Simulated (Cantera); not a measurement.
A perfectly stirred reactor is fed with CH₄ : CO : O₂ : N₂ = 1 : 0.095 : 1.28 : 4.81 (molar parts), at 10.0 bar; it is adiabatic with a 700 K inlet, and is followed from long to short residence time, starting on the burning branch (τ in s: 0.03, 0.016, 0.0083, 0.0044, 0.0023, 0.0012, 0.00063, 0.00033, 0.00017, 9e-05, 4.7e-05, 2.5e-05).

Detailed kinetics in Cantera: GRI-Mech 3.0 (53 species, 325 reactions).

### Question
Predict: blow-out, bracketed by the residence times tried; x(CH₄) at τ = 30.0 ms; x(CO) at τ = 30.0 ms; x(O₂) at τ = 30.0 ms; x(OH) at τ = 30.0 ms; x(N₂O) at τ = 30.0 ms; x(CH₄) at τ = 0.630 ms; x(CO) at τ = 0.630 ms; x(O₂) at τ = 0.630 ms; x(OH) at τ = 0.630 ms; x(N₂O) at τ = 0.630 ms.

### Answer
```
Item                                                                           Value
------------------------------------------------  ----------------------------------
blow-out, bracketed by the residence times tried  burning at 90.0 µs, out at 47.0 µs
x(CH₄) at τ = 30.0 ms                                                       0.000776
x(CO) at τ = 30.0 ms                                                           0.101
x(O₂) at τ = 30.0 ms                                                         7.10e-5
x(OH) at τ = 30.0 ms                                                         9.78e-5
x(N₂O) at τ = 30.0 ms                                                        7.64e-9
x(CH₄) at τ = 0.630 ms                                                       0.00603
x(CO) at τ = 0.630 ms                                                         0.0879
x(O₂) at τ = 0.630 ms                                                        0.00246
x(OH) at τ = 0.630 ms                                                       0.000174
x(N₂O) at τ = 0.630 ms                                                       1.48e-8
```
